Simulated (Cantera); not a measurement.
A closed system holds: 1 mol AlCl₃, 2.7 mol O₂, 5.9 mol N₂, 2.7 mol H₂O, held at 47.3 Torr.

Equilibrium computed with Cantera from the NASA thermochemical tables; the gas is ideal and each condensed phase is pure. Candidate condensed phases: Al, AlCl₃, AlN, Al₂O₃, H₂O, NH₄Cl; 45 gas species. The numbers say what is thermodynamically allowed, not how fast it happens. All values below are at 1248 K.

Base state: N₂ 0.462, HCl 0.223, O₂ 0.208, H₂O 0.0997, Cl₂ 0.00470, Cl 0.00209, NO 0.000212, OH 1.11e-5 (mole fractions); condensed: Al₂O₃(s).

**Question.** What changes in the equilibrium state with this change: pressure from 47.3 Torr to 1.50 Torr?

**Answer.** 
```
species          before     after
-------------  --------  --------
N₂                0.462     0.460
HCl               0.223     0.227
O₂                0.208     0.209
Cl₂             0.00470  0.000892
Cl              0.00209   0.00511
H₂O              0.0997    0.0971
OH              1.11e-5   2.61e-5
NO             0.000212  0.000212
Al₂O₃(s), mol     0.500     0.500
```
